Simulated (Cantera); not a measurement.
A Cantera script and what it prints.

```python
import numpy as np
import cantera as ct

gas_names = """
    H HO2 H2 H2O H2O2 O OH O2 O3 Ta TaO TaO2
""".split()
cond_names = """
    H2O(s) H2O(L) Ta(cr) Ta(L) Ta2O5(s) Ta2O5(L)
""".split()


def load(file, names, dense=False):
    # The tables refer to 1 bar. Condensed volumes are neglected.
    table = {s.name: s for s in ct.Species.list_from_file(file)}
    out = []
    for n in names:
        d = dict(table[n].input_data)
        d["thermo"] = dict(d["thermo"], **{"reference-pressure": 1e5})
        if dense:
            d["equation-of-state"] = {"model": "constant-volume", "density": "1e6 g/cm^3"}
        out.append(ct.Species.from_dict(d))
    return out


gas = ct.Solution(thermo="ideal-gas", species=load("nasa_gas.yaml", gas_names))
cond = {s.name: ct.Solution(thermo="fixed-stoichiometry", species=[s], name=s.name)
        for s in load("nasa_condensed.yaml", cond_names, dense=True)}
atoms = {
    'Ta2O5': {'Ta': 2, 'O': 5},
    'H2': {'H': 2},
}
top_T = {}  # K; cautious upper limits of use, not melting points


def equilibrate(T, P, feed):
    n = {}
    for name, mol in feed.items():
        for a, k in atoms[name].items():
            n[a] = n.get(a, 0.0) + k * mol
    gas.TPX = T, P, n
    mass = sum(n.values()) * gas.mean_molecular_weight
    gas.equilibrate("TP")
    valid = [c for c in cond.values() if c.min_temp <= T <= top_T.get(c.name, c.max_temp)]
    mix = ct.Mixture([(gas, mass / gas.mean_molecular_weight)] + [(c, 0.0) for c in valid])
    mix.T, mix.P = T, P
    mix.equilibrate("TP", solver="vcs", rtol=1e-11, max_steps=5000)
    return mix


results = []
P = 12000  # Pa
for T in [1125, 1150, 1175, 1200, 1225, 1250, 1275, 1300, 1325, 1350, 1375]:
    for m in [18, 46, 74, 100, 130, 160, 190, 210, 240, 270, 300, 330, 350]:
        feed = {'Ta2O5': 1, 'H2': m}  # mol
        mix = equilibrate(T, P, feed)
        results.append((T, P, feed, dict(zip(mix.species_names, mix.species_moles))))

for T, P, feed, n in results:
    print(f"{T:7g} {feed['H2']:10.4g}  " + (" + ".join(c for c in cond_names if n.get(c, 0) > 1e-12) or "gas only"))
```

Result:

```
   1125         18  Ta(cr) + Ta2O5(s)
   1125         46  Ta(cr) + Ta2O5(s)
   1125         74  Ta(cr) + Ta2O5(s)
   1125        100  Ta(cr) + Ta2O5(s)
   1125        130  Ta(cr) + Ta2O5(s)
   1125        160  Ta(cr) + Ta2O5(s)
   1125        190  Ta(cr) + Ta2O5(s)
   1125        210  Ta(cr) + Ta2O5(s)
   1125        240  Ta(cr) + Ta2O5(s)
   1125        270  Ta(cr) + Ta2O5(s)
   1125        300  Ta(cr) + Ta2O5(s)
   1125        330  Ta(cr) + Ta2O5(s)
   1125        350  Ta(cr) + Ta2O5(s)
   1150         18  Ta(cr) + Ta2O5(s)
   1150         46  Ta(cr) + Ta2O5(s)
   1150         74  Ta(cr) + Ta2O5(s)
   1150        100  Ta(cr) + Ta2O5(s)
   1150        130  Ta(cr) + Ta2O5(s)
   1150        160  Ta(cr) + Ta2O5(s)
   1150        190  Ta(cr) + Ta2O5(s)
   1150        210  Ta(cr) + Ta2O5(s)
   1150        240  Ta(cr) + Ta2O5(s)
   1150        270  Ta(cr) + Ta2O5(s)
   1150        300  Ta(cr) + Ta2O5(s)
   1150        330  Ta(cr) + Ta2O5(s)
   1150        350  Ta(cr) + Ta2O5(s)
   1175         18  Ta(cr) + Ta2O5(s)
   1175         46  Ta(cr) + Ta2O5(s)
   1175         74  Ta(cr) + Ta2O5(s)
   1175        100  Ta(cr) + Ta2O5(s)
   1175        130  Ta(cr) + Ta2O5(s)
   1175        160  Ta(cr) + Ta2O5(s)
   1175        190  Ta(cr) + Ta2O5(s)
   1175        210  Ta(cr) + Ta2O5(s)
   1175        240  Ta(cr) + Ta2O5(s)
   1175        270  Ta(cr) + Ta2O5(s)
   1175        300  Ta(cr) + Ta2O5(s)
   1175        330  Ta(cr) + Ta2O5(s)
   1175        350  Ta(cr) + Ta2O5(s)
   1200         18  Ta(cr) + Ta2O5(s)
   1200         46  Ta(cr) + Ta2O5(s)
   1200         74  Ta(cr) + Ta2O5(s)
   1200        100  Ta(cr) + Ta2O5(s)
   1200        130  Ta(cr) + Ta2O5(s)
   1200        160  Ta(cr) + Ta2O5(s)
   1200        190  Ta(cr) + Ta2O5(s)
   1200        210  Ta(cr) + Ta2O5(s)
   1200        240  Ta(cr) + Ta2O5(s)
   1200        270  Ta(cr) + Ta2O5(s)
   1200        300  Ta(cr) + Ta2O5(s)
   1200        330  Ta(cr) + Ta2O5(s)
   1200        350  Ta(cr) + Ta2O5(s)
   1225         18  Ta(cr) + Ta2O5(s)
   1225         46  Ta(cr) + Ta2O5(s)
   1225         74  Ta(cr) + Ta2O5(s)
   1225        100  Ta(cr) + Ta2O5(s)
   1225        130  Ta(cr) + Ta2O5(s)
   1225        160  Ta(cr) + Ta2O5(s)
   1225        190  Ta(cr) + Ta2O5(s)
   1225        210  Ta(cr) + Ta2O5(s)
   1225        240  Ta(cr) + Ta2O5(s)
   1225        270  Ta(cr) + Ta2O5(s)
   1225        300  Ta(cr) + Ta2O5(s)
   1225        330  Ta(cr) + Ta2O5(s)
   1225        350  Ta(cr) + Ta2O5(s)
   1250         18  Ta(cr) + Ta2O5(s)
   1250         46  Ta(cr) + Ta2O5(s)
   1250         74  Ta(cr) + Ta2O5(s)
   1250        100  Ta(cr) + Ta2O5(s)
   1250        130  Ta(cr) + Ta2O5(s)
   1250        160  Ta(cr) + Ta2O5(s)
   1250        190  Ta(cr) + Ta2O5(s)
   1250        210  Ta(cr) + Ta2O5(s)
   1250        240  Ta(cr) + Ta2O5(s)
   1250        270  Ta(cr) + Ta2O5(s)
   1250        300  Ta(cr) + Ta2O5(s)
   1250        330  Ta(cr) + Ta2O5(s)
   1250        350  Ta(cr) + Ta2O5(s)
   1275         18  Ta(cr) + Ta2O5(s)
   1275         46  Ta(cr) + Ta2O5(s)
   1275         74  Ta(cr) + Ta2O5(s)
   1275        100  Ta(cr) + Ta2O5(s)
   1275        130  Ta(cr) + Ta2O5(s)
   1275        160  Ta(cr) + Ta2O5(s)
   1275        190  Ta(cr) + Ta2O5(s)
   1275        210  Ta(cr) + Ta2O5(s)
   1275        240  Ta(cr) + Ta2O5(s)
   1275        270  Ta(cr) + Ta2O5(s)
   1275        300  Ta(cr) + Ta2O5(s)
   1275        330  Ta(cr) + Ta2O5(s)
   1275        350  Ta(cr) + Ta2O5(s)
   1300         18  Ta(cr) + Ta2O5(s)
   1300         46  Ta(cr) + Ta2O5(s)
   1300         74  Ta(cr) + Ta2O5(s)
   1300        100  Ta(cr) + Ta2O5(s)
   1300        130  Ta(cr) + Ta2O5(s)
   1300        160  Ta(cr) + Ta2O5(s)
   1300        190  Ta(cr) + Ta2O5(s)
   1300        210  Ta(cr) + Ta2O5(s)
   1300        240  Ta(cr) + Ta2O5(s)
   1300        270  Ta(cr) + Ta2O5(s)
   1300        300  Ta(cr) + Ta2O5(s)
   1300        330  Ta(cr) + Ta2O5(s)
   1300        350  Ta(cr) + Ta2O5(s)
   1325         18  Ta(cr) + Ta2O5(s)
   1325         46  Ta(cr) + Ta2O5(s)
   1325         74  Ta(cr) + Ta2O5(s)
   1325        100  Ta(cr) + Ta2O5(s)
   1325        130  Ta(cr) + Ta2O5(s)
   1325        160  Ta(cr) + Ta2O5(s)
   1325        190  Ta(cr) + Ta2O5(s)
   1325        210  Ta(cr) + Ta2O5(s)
   1325        240  Ta(cr) + Ta2O5(s)
   1325        270  Ta(cr) + Ta2O5(s)
   1325        300  Ta(cr) + Ta2O5(s)
   1325        330  Ta(cr) + Ta2O5(s)
   1325        350  Ta(cr) + Ta2O5(s)
   1350         18  Ta(cr) + Ta2O5(s)
   1350         46  Ta(cr) + Ta2O5(s)
   1350         74  Ta(cr) + Ta2O5(s)
   1350        100  Ta(cr) + Ta2O5(s)
   1350        130  Ta(cr) + Ta2O5(s)
   1350        160  Ta(cr) + Ta2O5(s)
   1350        190  Ta(cr) + Ta2O5(s)
   1350        210  Ta(cr) + Ta2O5(s)
   1350        240  Ta(cr) + Ta2O5(s)
   1350        270  Ta(cr) + Ta2O5(s)
   1350        300  Ta(cr) + Ta2O5(s)
   1350        330  Ta(cr) + Ta2O5(s)
   1350        350  Ta(cr) + Ta2O5(s)
   1375         18  Ta(cr) + Ta2O5(s)
   1375         46  Ta(cr) + Ta2O5(s)
   1375         74  Ta(cr) + Ta2O5(s)
   1375        100  Ta(cr) + Ta2O5(s)
   1375        130  Ta(cr) + Ta2O5(s)
   1375        160  Ta(cr) + Ta2O5(s)
   1375        190  Ta(cr) + Ta2O5(s)
   1375        210  Ta(cr) + Ta2O5(s)
   1375        240  Ta(cr) + Ta2O5(s)
   1375        270  Ta(cr) + Ta2O5(s)
   1375        300  Ta(cr) + Ta2O5(s)
   1375        330  Ta(cr) + Ta2O5(s)
   1375        350  Ta(cr) + Ta2O5(s)
```

Cantera equilibrium calculation (NASA polynomials, part measured and part estimated; ideal gas, pure solids and liquids). Mutual solubility and eutectic melting of coexisting phases are not modelled. Condensed phases not in the tables: N, O or C dissolved in the metal.
